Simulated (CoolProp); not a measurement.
A Linde-Hampson liquefier for oxygen: isothermal reversible compression at 250 K from 1 atm to 40 MPa, throttling to 1 atm, return gas leaving the recuperator 5 K below the feed. Each further row changes one setting.

Values from CoolProp's reference Helmholtz-energy equation of state, Schmidt 1985.

```tsv
case	liquid yield per pass	compression work (kJ/kg of gas)
as stated	0.232	369
high pressure 80 MPa	0.221	[?]
warm-end temperature 280 K	[?]	[?]
warm-end gap 10 K	[?]	369
```

Question: Some entries are withheld; supply them.

Answer: 
- high pressure 80 MPa, compression work (kJ/kg of gas): 425
- warm-end temperature 280 K, liquid yield per pass: 0.175
- warm-end temperature 280 K, compression work (kJ/kg of gas): 423
- warm-end gap 10 K, liquid yield per pass: 0.222
